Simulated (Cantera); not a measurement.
# Equilibrium for silicon nitride deposition: SiCl4 + N2 + NH3

A closed system holds: 1 mol SiCl4, 0.33 mol N2, a varied amount of NH3, equilibrated at 46.0 Pa.

Cantera equilibrium calculation (NASA polynomials, part measured and part estimated; ideal gas, pure solids and liquids). Candidate condensed phases: NH4Cl, Si, Si3N4; 28 gas species. The tables' values for SiCl3 are old estimates. Equilibrium is a limit: real reactors are often held back by kinetics, nucleation or transport.

Stable condensed phases:

```
T in K \ n(NH3) in mol
          0.2  0.3 0.44 0.64 0.94  1.4    2  2.9  4.3  6.3
   1900     A    A    A    A    A    A    A    A    A    A
   1850     A    A    A    A    A    A    A    A    A    A
   1800     A    A    A    A    A    A    A    A    A    A
   1750     A    A    A    A    A    A    A    A    A    A
   1700     A    A    A    A    A    A    A    A    A    A
   1650     A    A    A    A    A    A    A    A    A    A
   1600     A    A    A    A    A    A    A    A    A    A
   1550     A    A    A    A    A    A    A    A    A    A
   1500     A    A    A    A    A    A    A    A    A    B
   1450     A    A    A    A    A    A    A    A    B    B
   1400     A    A    A    A    A    A    B    B    B    B
   1350     A    A    A    A    A    B    B    B    B    B
   1300     A    A    A    B    B    B    B    B    B    B
```

A: gas only; B: Si3N4.
